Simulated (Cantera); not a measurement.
# Hydrocarbon pyrolysis for carbon deposition

A perfectly stirred reactor is fed with 15.8 % C₂H₆, 83.7 % H₂, 0.521 % H₂O, at 15000 Pa; it is held at 1850 K, and followed from long to short residence time.

Detailed kinetics in Cantera: GRI-Mech 3.0 (53 species, 325 reactions). GRI-Mech 3.0 stops at C3 and has no aromatics, soot or wall deposition, so with more carbon than oxygen in the feed, carbon stays in small species such as C2H2 where larger ones or solid carbon would form.

| τ (s) | x C₂H₆ | x H₂ | x CH₄ | x CH₂ | x C₂H |
|---|---|---|---|---|---|
| 5.8 | 6.05e-7 | 0.874 | 0.00482 | 2.53e-7 | 1.88e-6 |
| 2.8 | 1.21e-6 | 0.873 | 0.00662 | 3.50e-7 | 1.89e-6 |
| 1.3 | 2.54e-6 | 0.871 | 0.00934 | 4.98e-7 | 1.90e-6 |
| 0.62 | 5.21e-6 | 0.868 | 0.0130 | 7.05e-7 | 1.93e-6 |
| 0.30 | 1.05e-5 | 0.865 | 0.0177 | 9.92e-7 | 1.96e-6 |
| 0.14 | 2.17e-5 | 0.860 | 0.0241 | 1.42e-6 | 2.01e-6 |
| 0.067 | 4.35e-5 | 0.854 | 0.0319 | 2.01e-6 | 2.08e-6 |
| 0.032 | 8.63e-5 | 0.848 | 0.0413 | 2.83e-6 | 2.17e-6 |
| 0.015 | 0.000172 | 0.840 | 0.0524 | 4.02e-6 | 2.28e-6 |
| 0.0071 | 0.000335 | 0.832 | 0.0648 | 5.65e-6 | 2.40e-6 |
| 0.0034 | 0.000640 | 0.822 | 0.0779 | 7.81e-6 | 2.51e-6 |
x: mole fraction; the columns are a selection and need not sum to one.
